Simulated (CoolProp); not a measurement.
Ethane at 276.5 K and 1.15 MPa is throttled through a valve to 0.692 MPa with no heat exchange. Each further row changes one setting.

Computed with CoolProp (reference Helmholtz-energy equation of state, Bücker 2006).

| case | temperature change (K) | final density (kg/m³) |
|---|---|---|
| as stated | -6.8 | ___ |
| outlet pressure 0.208 MPa | ___ | ___ |
| outlet pressure 0.9 MPa | ___ | ___ |

**Question.** What belongs in the gaps?

**Answer.** 
- as stated, final density (kg/m³): 10.0
- outlet pressure 0.208 MPa, temperature change (K): -14.2
- outlet pressure 0.208 MPa, final density (kg/m³): 2.94
- outlet pressure 0.9 MPa, temperature change (K): -3.7
- outlet pressure 0.9 MPa, final density (kg/m³): 13.2
